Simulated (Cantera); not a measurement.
Charge: 1 mol Cr, 7.2 mol NH₃, a varied amount of H₂O, equilibrated at 823.15 K and 2.90 Pa.

Method: chemical equilibrium by Gibbs-energy minimisation in Cantera with the NASA 1993 tables (ideal gas, pure condensed phases). Candidate condensed phases: Cr, CrN, Cr₂N, Cr₂O₃, H₂O; 29 gas species. Kinetics and transport are ignored.

### Question
At 3.9 mol H₂O, list the 3 most abundant gas species with their mole fractions, and the condensed phases.

### Answer
H₂ 0.672, N₂ 0.197, H₂O 0.131. Condensed: Cr₂O₃(s).
